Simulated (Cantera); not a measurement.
## Equilibrium for silicon oxide and oxynitride deposition: Si2H6 + CO2 + N2

Feed: 1 mol Si2H6, 4.9 mol CO2, a varied amount of N2, equilibrated at 1823.15 K and 22.0 mbar.

Method: chemical equilibrium by Gibbs-energy minimisation in Cantera with the NASA 1993 tables (ideal gas, pure condensed phases). Candidate condensed phases: C, C6H6, C7H8, C8H18, H2O, Si, SiC, SiO2, Si2N2O, Si3N4; 151 gas species. The feed counts by its element totals alone. The tables hold silica as quartz up to 1696 K and as liquid above; real silica turns to tridymite and cristobalite and melts near 1996 K. The numbers say what is thermodynamically allowed, not how fast it happens.

| n(N2) (mol) | log p N2 | log p CO | log p H2 | log p H2O | log p CO2 | n SiO2(condensed) |
|---|---|---|---|---|---|---|
| 1.5 | -2.46 | -1.97 | -2.25 | -2.85 | -3.16 | 1.99 |
| 2.9 | -2.23 | -2.03 | -2.31 | -2.91 | -3.22 | 1.99 |
| 5.8 | -2.03 | -2.13 | -2.42 | -3.01 | -3.32 | 1.99 |
| 11 | -1.89 | -2.27 | -2.56 | -3.15 | -3.46 | 1.99 |
| 23 | -1.79 | -2.49 | -2.77 | -3.36 | -3.67 | 1.98 |
| 45 | -1.73 | -2.72 | -3.01 | -3.59 | -3.89 | 1.97 |
| 89 | -1.69 | -2.98 | -3.27 | -3.84 | -4.14 | 1.94 |
| 180 | -1.68 | -3.27 | -3.57 | -4.11 | -4.41 | 1.90 |
log p: log10 of the partial pressure in bar; n: condensed amount in mol.

From 1.5 mol N2 to 180 mol N2 the condensed part is SiO2(condensed). The main Si-bearing gas is SiO throughout.
